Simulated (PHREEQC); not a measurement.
MgCl2 is added in steps, without added water, to 1 kg of water holding 7.7 mmol/kgw CuSO4, 0.036 mmol/kgw HCl and 0.84 mmol/kgw KCl, at 25 °C. Oxygen is held at 0.21 atm. The system is closed to CO2. Only these solids could form: Brucite, Cu(OH)2, Brochantite, Antlerite, Atacamite, Epsomite, Chalcanthite.

Base run: PHREEQC, ion-association model, wateq4f.dat. Each further column changes one thing. The table gives pH.

```tsv
MgCl2 added (mol)	base	CuSO4 replaced by H2SO4 at the same molality	no solid may form
0	4.57	1.96	4.57
0.00075	4.57	1.96	4.57
0.00225	4.56	1.96	4.56
0.003	4.56	1.96	4.56
0.00375	4.56	1.95	4.56
0.00525	4.56	1.95	4.56
0.006	4.56	1.95	4.56
0.00675	4.56	1.95	4.56
0.00825	4.55	1.95	4.55
0.009	4.55	1.95	4.55
0.00975	4.55	1.95	4.55
0.01125	4.55	1.95	4.55
0.012	4.55	1.95	4.55
```

 Solids allowed in the column 'CuSO4 replaced by H2SO4 at the same molality': Brucite, Epsomite.
